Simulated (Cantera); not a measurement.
Feed: 1 mol Si2H6, 3.8 mol HCl, 150 mol H2, held at 0.240 bar.

Equilibrium computed with Cantera from the NASA thermochemical tables; the gas is ideal and each condensed phase is pure. Candidate condensed phases: Si; 19 gas species. The feed counts by its element totals alone. The tables' values for SiCl3 are old estimates; treat these amounts as uncertain. Rates play no part. All values below are at 1025 K.

Base state: H2 0.987, HCl 0.00806, SiHCl3 0.00223, SiCl4 0.00212, SiH2Cl2 0.000261, SiCl2 0.000117, SiCl3 0.000109 (mole fractions); condensed: Si(s).

Question: What changes in the equilibrium state with this change: HCl from 3.8 to 0.56 mol?

Answer: 
| species | before | after |
|---|---|---|
| H2 | 0.987 | 0.997 |
| HCl | 0.00806 | 0.00301 |
| SiHCl3 | 0.00223 | 0.000116 |
| SiCl4 | 0.00212 | 4.07e-5 |
| SiCl3 | 0.000109 | 5.63e-6 |
| Si(s), mol | 1.24 | 1.97 |
